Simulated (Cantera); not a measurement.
An adiabatic, constant-pressure homogeneous reactor starts with CH4 : O2 : N2 = 1 : 5.56 : 20.9 (molar parts), at 1725 K and 3.00 bar. Integrator tolerance rtol = 1e-08.

Computed with Cantera and GRI-Mech 3.0 (53 species, 325 reactions).

```tsv
quantity	before	after
time of steepest temperature rise	64.2 µs	61.9 µs
temperature at 0.100 s	2407 K	2548 K
equilibrium temperature	2407 K	2548 K
x(CH4) at 0.100 s	<1e-12 (gas-phase equilibrium <1e-12)	<1e-12 (gas-phase equilibrium <1e-12)
x(O2) at 0.100 s	0.121 (gas-phase equilibrium 0.121)	0.118 (gas-phase equilibrium 0.118)
x(HO2) at 0.100 s	8.01e-6 (gas-phase equilibrium 8.01e-6)	1.25e-5 (gas-phase equilibrium 1.25e-5)
x(CH2O) at 0.100 s	<1e-12 (gas-phase equilibrium <1e-12)	2.78e-12 (gas-phase equilibrium 2.78e-12)
x(H2) at 0.100 s	0.000430 (gas-phase equilibrium 0.000430)	0.000699 (gas-phase equilibrium 0.000699)
x(C2H4) at 0.100 s	<1e-12 (gas-phase equilibrium <1e-12)	<1e-12 (gas-phase equilibrium <1e-12)
x(NO) at 0.100 s	0.0144 (gas-phase equilibrium 0.0144)	0.0183 (gas-phase equilibrium 0.0183)
```

What was changed between the two runs?
A) initial temperature 1725 to 1250 K
B) constant volume in place of constant pressure
C) initial temperature 1725 to 1525 K
D) pressure from 3.00 bar to 1.00 bar

B, constant volume in place of constant pressure
